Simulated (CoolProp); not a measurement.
Octamethylcyclotetrasiloxane (D4) along the isotherm 184.25 °C: fugacity coefficient from the reference equation and from simpler models built on Tc = 313.4 °C, pc = 1347 kPa, ω = 0.598; each cubic takes its own stable root.

Values from CoolProp's reference Helmholtz-energy equation of state, Thol 2015.

```tsv
p (kPa)	phase	reference	Soave-Redlich-Kwong	Peng-Robinson
67.4	gas	0.9557	?	0.9563
135	liquid	?	0.8612	0.8572
202	liquid	0.5731	?	0.5768
269	liquid	0.4333	0.4389	?
337	liquid	0.3483	?	0.3505
404	liquid	0.2926	0.2968	0.2943
472	liquid	0.2522	0.2560	0.2537
539	liquid	0.2224	0.2259	0.2236
606	liquid	0.1992	0.2024	?
674	liquid	0.1803	0.1834	0.1813
```

Question: Complete the blanks.

Answer: 
- 67.4, Soave-Redlich-Kwong: 0.9585
- 135, reference: 0.8515
- 202, Soave-Redlich-Kwong: 0.5800
- 269, Peng-Robinson: 0.4361
- 337, Soave-Redlich-Kwong: 0.3531
- 606, Peng-Robinson: 0.2002
